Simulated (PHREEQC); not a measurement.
Consider water at 68 °C with 53 mmol/kgw CuCl2, 9.1 mmol/kgw HNO3 and 5.3 mmol/kgw H3BO3. Closed to the air; pH follows from the charge balance.

Equilibrium calculation in PHREEQC: ion-association model, wateq4f.dat.

Each row changes one thing in this solution. This is a speciation only: nothing precipitates in the calculation.

```
case                                          pH  ionic strength (mol/kgw)  Cl- (mol/kgw)
------------------------------------------  ----  ------------------------  -------------
as made                                     2.14                     0.131         0.0872
H3BO3 from 0.0053 to 0.00795 mol/kgw        2.14                     0.131         0.0872
0.0015 mol/kgw CsOH added                   2.21                     0.131         0.0872
temperature from 68 to 70 °C                2.14                     0.130         0.0864
H3BO3 left out                              2.14                     0.131         0.0872
temperature from 68 to 75 °C                2.14                         ?         0.0844
CuCl2 replaced by HCl at the same molality  1.29                    0.0621         0.0530
temperature from 68 to 25 °C                2.13                     0.159          0.101
diluted 100-fold with water                    ?                         ?        0.00105
```

Q: What belongs in the gaps?

A: 
- temperature from 68 to 75 °C, ionic strength (mol/kgw): 0.126
- diluted 100-fold with water, pH: 4.06
- diluted 100-fold with water, ionic strength (mol/kgw): 0.00167

Complexes and solids missing from the database can't appear. At this temperature some constants are extrapolated from 25 °C, and those without enthalpy data are left unchanged.
